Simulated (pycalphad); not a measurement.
Source of the numbers: pycalphad with the COST 507 light-alloy database (1999); pressure 1 atm. These are 1990s assessments: newer ones move some temperatures and phases. Kinetics are ignored, which matters at the lower temperatures.

# Hf-4.89B (at.%): equilibrium cooling sequence

```tsv
T (K)	phases above	phases below
2416.1	liquid	bcc + liquid
2153.7	bcc + liquid	bcc + BM
2063.8	bcc + BM	BM + hcp
```

Changes were sought between steps of 50 K, so a narrower field can be missed.

Database names, with the compositions (at.%) that they take in these runs: BM: Hf 50 B 50.
